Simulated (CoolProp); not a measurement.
Values from CoolProp's reference Helmholtz-energy equation of state, Zhou 2012.

Task: For o-xylene, give the phase and the isothermal compressibility (1/MPa), Prandtl number at 62.55 °C and 0.993 MPa; 120.15 °C and 0.993 MPa; 158.65 °C and 0.993 MPa.

Result: 
- 62.55 °C and 0.993 MPa: liquid; isothermal compressibility 0.00103, Prandtl number 7.61
- 120.15 °C and 0.993 MPa: liquid; isothermal compressibility 0.00161, Prandtl number 5.78
- 158.65 °C and 0.993 MPa: liquid; isothermal compressibility 0.00228, Prandtl number 5.15

Viscosity comes from a separate model (Cao 2016). Thermal conductivity comes from a separate model (Mylona 2014).
